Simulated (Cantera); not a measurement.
A closed system holds: 1 mol Mg(OH)2, 7 mol H2, 0.035 mol CO2, 0.17 mol H2O, held at 0.100 bar.

Method: chemical equilibrium by Gibbs-energy minimisation in Cantera with the NASA 1993 tables (ideal gas, pure condensed phases). Candidate condensed phases: C, C6H6, C7H8, C8H18, H2O, Mg, MgCO3, MgO, Mg(OH)2; 116 gas species. Rates play no part.

Problem. At 752 °C, list the 4 most abundant gas species with their mole fractions, and the condensed phases.

Solution. H2 0.850, H2O 0.146, CO 0.00349, CO2 0.000777. Condensed: MgO(s).
